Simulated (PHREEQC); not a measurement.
## Polishing slurry liquid: an equilibrium model

A solution holds 0.19 mol/kgw H2SO4, 0.00071 mol/kgw Fe(NO3)3 and 0.027 mol/kgw CuSO4, at 25 °C. Closed to the air; pH follows from the charge balance.

Model: ion-association model, wateq4f.dat, run in PHREEQC.

Precipitation was switched off in this run.

Problem. Estimate the pH.

Solution. pH 0.80.

Problem. In which forms is Fe present?

Solution. FeHSO4+2 46 %, FeSO4+ 44 %, Fe(SO4)2- 7.4 %, Fe+3 3.2 % of the Fe.
